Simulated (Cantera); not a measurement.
Feed: 1 mol Al, a varied amount of HBr, 0.38 mol H₂, equilibrated at 1025 K and 100 Torr.

Equilibrium computed with Cantera from the NASA thermochemical tables; the gas is ideal and each condensed phase is pure. Candidate condensed phases: Al, AlBr₃, Br₂; 11 gas species. Kinetics and transport are ignored.

x: gas mole fraction; n: condensed amount in mol.

```tsv
n(HBr) (mol)	x H₂	x HBr	x AlBr₃	x AlBr	n Al(l)
1.6	0.686	0.000127	0.307	0.00680	0.459
1.8	0.678	0.000127	0.315	0.00685	0.391
2.1	0.668	0.000128	0.324	0.00692	0.290
2.4	0.661	0.000128	0.331	0.00697	0.189
2.7	0.655	0.000128	0.337	0.00701	0.0878
3.1	0.631	0.0336	0.335	(withheld)	0
3.6	0.540	0.172	0.287	(withheld)	0
4.1	0.472	0.276	0.251	(withheld)	0
4.7	0.411	0.371	0.218	(withheld)	0
5.5	0.349	0.465	0.186	(withheld)	0
6.3	0.304	0.534	0.162	(withheld)	0
7.2	0.266	0.593	0.141	(withheld)	0
8.3	0.230	0.648	0.122	(withheld)	0
```

Problem. Fill in the missing entries.

Solution. 
- 3.1, x AlBr: 9.74e-8
- 3.6, x AlBr: 2.71e-9
- 4.1, x AlBr: 8.06e-10
- 4.7, x AlBr: 3.37e-10
- 5.5, x AlBr: 1.56e-10
- 6.3, x AlBr: 8.96e-11
- 7.2, x AlBr: 5.53e-11
- 8.3, x AlBr: 3.47e-11
